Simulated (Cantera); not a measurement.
A Cantera script and what it prints.

```python
import numpy as np
import cantera as ct

gas_names = """
    C CN CO COS CO2 CS CS2 C2 CCN CNC C2N2 C2O C3 C3O2 C4 C4N2 C5 N NCO NO NO2 NO3 N2 N2O O O2 O3 S SN
    SO SO2 SO3 S2 S2O S8
""".split()
cond_names = """
    C(gr) S(cr1) S(cr2) S(L)
""".split()


# ... load() reads the species with a 1 bar reference pressure and builds the phases ...
atoms = {
    'CO2': {'C': 1, 'O': 2},
    'SO2': {'S': 1, 'O': 2},
    'N2': {'N': 2},
}
top_T = {'C(gr)': 4500}  # K; cautious upper limits of use, not melting points


# ... equilibrate(T, P, feed) seeds the gas with the atoms and calls Mixture.equilibrate('TP', solver="vcs", rtol=1e-11, max_steps=5000) ...
results = []
feed = {'CO2': 1, 'SO2': 0.14, 'N2': 7.8}  # mol
T = 2950  # K
P = 133.322  # Pa
mix = equilibrate(T, P, feed)
results.append((T, P, feed, dict(zip(mix.species_names, mix.species_moles))))
x = sorted(zip(gas.X, gas.species_names), reverse=True)
print(f"T = {T:g} K  P = {P:g} Pa  gas = {mix.phase_moles(0):.4g} mol")
print("   x: " + "  ".join(f"{s} {v:.3e}" for v, s in x if v > 1e-05))
print("   condensed (mol): " + ("  ".join(f"{mix.phase(i).name} {mix.phase_moles(i):.4g}"
      for i in range(1, mix.n_phases) if mix.phase_moles(i) > 1e-12) or "none"))
```

Result:

```
T = 2950 K  P = 133.322 Pa  gas = 10.15 mol
   x: N2 7.659e-01  O 1.154e-01  CO 9.791e-02  S 1.193e-02  NO 4.277e-03  O2 1.962e-03  SO 1.787e-03  CO2 5.744e-04  N 2.405e-04  SO2 5.680e-05
   condensed (mol): none
```

Cantera equilibrium calculation (NASA polynomials, part measured and part estimated; ideal gas, pure solids and liquids).
